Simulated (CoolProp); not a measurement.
Properties of dimethyl carbonate along the isotherm 519.6 K.

Model: reference Helmholtz-energy equation of state, Zhou 2011, in CoolProp.

```tsv
p (kPa)	phase	density (kg/m³)	cv (kJ/(kg K))	Joule-Thomson coefficient (K/MPa)	expansivity (1/kK)
5450	liquid	708.8	1.738	0.5486	3.892
10900	liquid	746.4	1.733	0.2293	2.724
16400	liquid	772.8	1.732	0.08202	2.210
21800	liquid	793.3	1.733	…	…
27300	liquid	810.8	1.734	-0.06247	…
32700	liquid	…	1.736	-0.1041	1.557
38200	liquid	839.1	1.738	…	1.439
43600	liquid	851.0	1.740	-0.1613	1.346
49100	liquid	…	1.743	-0.1818	…
```

Task: Some entries are withheld; supply them.

Result: 
- 21800, Joule-Thomson coefficient (K/MPa): -0.003766
- 21800, expansivity (1/kK): 1.911
- 27300, expansivity (1/kK): 1.705
- 32700, density (kg/m³): 825.6
- 38200, Joule-Thomson coefficient (K/MPa): -0.1364
- 49100, density (kg/m³): 862.0
- 49100, expansivity (1/kK): 1.268
